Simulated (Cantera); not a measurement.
Feed: 1 mol B2H6, a varied amount of N2, 0.34 mol H2, at 1523.15 K and 1.33 mbar.

Method: chemical equilibrium by Gibbs-energy minimisation in Cantera with the NASA 1993 tables (ideal gas, pure condensed phases). Candidate condensed phases: B, BN; 15 gas species. The feed counts by its element totals alone. Mutual solubility and eutectic melting of coexisting phases are not modelled. Rates play no part.

Which condensed phases are stable at each of these points (n(N2) (mol)): 0.36, 0.68, 1.3, 2.3, 4.3, 8.1, 15?


```json
[
 {"n(N2) (mol)": "0.36", "condensed phases": "B(s) + BN(s)", "B condensed (%)": "100.0"},
 {"n(N2) (mol)": "0.68", "condensed phases": "B(s) + BN(s)", "B condensed (%)": "100.0"},
 {"n(N2) (mol)": "1.3", "condensed phases": "BN(s)", "B condensed (%)": "100.0"},
 {"n(N2) (mol)": "2.3", "condensed phases": "BN(s)", "B condensed (%)": "100.0"},
 {"n(N2) (mol)": "4.3", "condensed phases": "BN(s)", "B condensed (%)": "100.0"},
 {"n(N2) (mol)": "8.1", "condensed phases": "BN(s)", "B condensed (%)": "100.0"},
 {"n(N2) (mol)": "15", "condensed phases": "BN(s)", "B condensed (%)": "100.0"}
]
```

From 0.36 mol N2 to 0.68 mol N2 the condensed part is B(s) + BN(s). From 1.3 mol N2 to 15 mol N2 the condensed part is BN(s).
